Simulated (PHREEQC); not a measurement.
Solution (60 °C): 16 mmol/kgw Cu(BF4)2, 1.3 mmol/kgw HCl and 7.6 mmol/kgw KCl. Closed to the air; pH follows from the charge balance.

Model: ion-association model, wateq4f.dat, run in PHREEQC.

Each row changes one thing in this solution. This is a speciation only: nothing precipitates in the calculation.

```tsv
case	pH	ionic strength (mol/kgw)	Cl- (mol/kgw)
as made	2.76	0.0555	0.00821
Cu(BF4)2 replaced by AgF at the same molality	4.49	[?]	0.000936
HCl left out	2.89	0.0550	0.00701
diluted 5-fold with water	3.03	0.0118	0.00174
HCl from 0.0013 to 0.013 mol/kgw	2.04	0.0632	[?]
Cu(BF4)2 left out	2.93	0.00890	0.00890
HCl from 0.0013 to 0.00143 mol/kgw	2.75	0.0556	0.00833
0.00097 mol/kgw KOH added	[?]	0.0560	0.00822
temperature from 60 to 35 °C	[?]	0.0568	0.00863
```

What belongs in the gaps?


- Cu(BF4)2 replaced by AgF at the same molality, ionic strength (mol/kgw): 0.0161
- HCl from 0.0013 to 0.013 mol/kgw, Cl- (mol/kgw): 0.0191
- 0.00097 mol/kgw KOH added, pH: 2.86
- temperature from 60 to 35 °C, pH: 2.70

Some of these states are supersaturated (in Cerargyrite, for instance). Away from 25 °C the constants follow the database's enthalpies or fits; those with neither stay at their 25 °C values. Real BF4- forms and hydrolyses slowly; the run takes it at equilibrium.
